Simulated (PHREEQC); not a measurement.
1 kg of water holding 0.0063 mol K2CO3, 0.1 mol K2SO4, 0.079 mol KCl and 0.61 mol KHCO3 is evaporated at 25 °C; the solids stay in contact with the brine. CO2 is held at log p = -3.4 (atm). The run lets Arcanite, Kalicinite, Misenite, Sylvite precipitate or redissolve, and no other solid.

The series has 28 steps of water left (kg), from 1.004 to 0.005169.

All values are PHREEQC results (Pitzer model, pitzer.dat), not measurements.

**Question.** Which solids form, in which order, and at which step of the series does each first stand?

**Answer.** Arcanite from water left = 0.3797 kg (pH 10.24); Kalicinite from water left = 0.05682 kg (pH 10.95); Sylvite from water left = 0.05682 kg (pH 10.95).
